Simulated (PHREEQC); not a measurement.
Dissolve 90 mmol/kgw (NH4)2HPO4 at 20 °C. Closed to the air; pH follows from the charge balance.

Equilibrium calculation in PHREEQC: ion-association model, wateq4f.dat.

No solid was allowed to form.

Question: Predict the pH, ionic strength.

Answer: pH 8.00; ionic strength 0.260 mol/kgw.

Question: In which forms is N present?

Answer: NH4+ 97 %, NH3 2.9 % of the N.

Complexes and solids missing from the database can't appear. H3PO4, which wateq4f.dat lacks, is added to it with the constant of phreeqc.dat.
